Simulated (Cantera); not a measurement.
A closed system holds: 1 mol Si, 0.69 mol Br₂, 2.3 mol HBr, held at 100 Torr.

These are equilibrium values from Cantera (NASA tables, ideal gas, pure condensed phases), not measurements of a reactor. Candidate condensed phases: Br₂, Si; 19 gas species. The tables' values for SiBr₃ are old estimates; treat these amounts as uncertain. Equilibrium is a limit: real reactors are often held back by kinetics, nucleation or transport.

x: gas mole fraction; n: condensed amount in mol.

| T (K) | x H₂ | x SiBr₄ | x HBr | x SiHBr₃ | x SiBr₂ | n Si(s) |
|---|---|---|---|---|---|---|
| 575 | 0.550 | 0.435 | 0.000122 | 0.0146 | 4.23e-9 | 0.0723 |
| 625 | 0.549 | 0.434 | 0.000366 | 0.0161 | 5.50e-8 | 0.0716 |
| 675 | 0.548 | 0.433 | 0.000932 | 0.0175 | 4.87e-7 | 0.0711 |
| 725 | 0.547 | 0.432 | 0.00208 | 0.0188 | 3.17e-6 | 0.0710 |
| 775 | 0.545 | 0.430 | 0.00417 | 0.0199 | 1.62e-5 | 0.0714 |
| 825 | 0.543 | 0.428 | 0.00766 | 0.0208 | 6.72e-5 | 0.0726 |
| 875 | 0.539 | 0.425 | ? | 0.0216 | ? | 0.0746 |
| 925 | 0.533 | 0.421 | 0.0210 | 0.0222 | 0.000723 | 0.0776 |
| 975 | 0.526 | 0.416 | ? | 0.0226 | ? | 0.0814 |
| 1025 | 0.516 | 0.407 | 0.0463 | 0.0227 | 0.00478 | 0.0851 |
| 1075 | 0.502 | 0.394 | 0.0644 | 0.0225 | 0.0106 | 0.0873 |
| 1125 | 0.485 | 0.376 | 0.0859 | 0.0219 | 0.0218 | 0.0855 |

What belongs in the gaps?


- 875, x HBr: 0.0131
- 875, x SiBr₂: 0.000236
- 975, x HBr: 0.0319
- 975, x SiBr₂: 0.00196
